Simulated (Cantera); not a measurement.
An adiabatic, constant-pressure homogeneous reactor starts with CH₄ : O₂ : N₂ : H₂O = 1 : 1.43 : 5.37 : 0.17 (molar parts), at 1475 K and 5.00 bar. Integrator tolerance rtol = 1e-08.

Detailed kinetics in Cantera: GRI-Mech 3.0 (53 species, 325 reactions).

| quantity | before | after |
|---|---|---|
| time of steepest temperature rise | 0.537 ms | 12.2 ms |
| temperature at 2.00 s | 2788 K | 2613 K |
| equilibrium temperature | 2788 K | 2613 K |
| x(CH₄) at 2.00 s | 2.17e-12 (gas-phase equilibrium 2.53e-12) | 3.75e-12 (gas-phase equilibrium 4.30e-12) |
| x(O₂) at 2.00 s | 0.000919 (gas-phase equilibrium 0.000919) | 0.000231 (gas-phase equilibrium 0.000231) |
| x(H₂O) at 2.00 s | 0.186 (gas-phase equilibrium 0.186) | 0.192 (gas-phase equilibrium 0.192) |
| x(H₂O₂) at 2.00 s | 1.55e-7 (gas-phase equilibrium 1.55e-7) | 5.80e-8 (gas-phase equilibrium 5.80e-8) |
| x(C₂H) at 2.00 s | <1e-12 (gas-phase equilibrium <1e-12) | <1e-12 (gas-phase equilibrium <1e-12) |

**Question.** Which change was made?
A. pressure from 5.00 bar to 1.01 bar
B. CH4 1 to 0.3 parts
C. initial temperature 1475 to 1200 K
D. CH4 1 to 1.3 parts

**Answer.** C, initial temperature 1475 to 1200 K
